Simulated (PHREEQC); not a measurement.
**Copper plating or etch bath**

Dissolve 12 mmol/kgw CuSO4 at 67 °C. Closed to the air; pH follows from the charge balance.

Computed with PHREEQC (ion-association model, phreeqc.dat).

Each row changes one thing in this solution. This is a speciation only: nothing precipitates in the calculation.

| case | pH | ionic strength (mol/kgw) | SO4-2 (mol/kgw) | HSO4- (mol/kgw) |
|---|---|---|---|---|
| as made | 4.44 | 0.0315 | 0.00786 | 4.65e-5 |
| temperature from 67 to 80 °C | ? | 0.0312 | 0.00778 | 8.29e-5 |
| CuSO4 replaced by KHSO4 at the same molality | ? | 0.0237 | 0.00587 | ? |
| 0.00022 mol/kgw MnSO4 added | 4.45 | 0.0319 | 0.00797 | 4.68e-5 |

Problem. Fill in the missing entries.

Solution. 
- temperature from 67 to 80 °C, pH: 4.34
- CuSO4 replaced by KHSO4 at the same molality, pH: 2.26
- CuSO4 replaced by KHSO4 at the same molality, HSO4- (mol/kgw): 0.00566

Complexes and solids missing from the database can't appear. Constants without temperature data keep their 25 °C values here.
